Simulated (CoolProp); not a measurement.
R125 at several states: density (kg/m³) from the reference equation and from simpler models built on Tc = 66.0 °C, pc = 36.18 bar, ω = 0.305; each cubic takes its own stable root.

Computed with CoolProp (reference Helmholtz-energy equation of state, Lemmon 2005).

| T (°C) | p (bar) | phase | reference |
|---|---|---|---|
| 224.95 | 27.7 | gas | 85.32 |
| 4.75 | 5.04 | gas | 29.28 |
| 101.95 | 0.581 | gas | 2.245 |

Question: How far does each simpler model (ideal gas, van der Waals) lie from the reference over these 3 states: mean and median of the absolute difference, and the worst?

Answer: 
- ideal gas: mean 5.6 %, median 5.9 %, worst -10.6 % at 4.75 °C and 5.04 bar
- van der Waals: mean 2.3 %, median 3.1 %, worst -3.8 % at 4.75 °C and 5.04 bar
